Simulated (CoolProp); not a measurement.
Model: reference Helmholtz-energy equation of state, Thol 2021, in CoolProp.

For chlorine, give the phase and the cp (kJ/(kg K)), speed of sound (m/s) at 340.1 K and 0.0229 MPa.


- 340.1 K and 0.0229 MPa: gas; cp 0.489, speed of sound 229
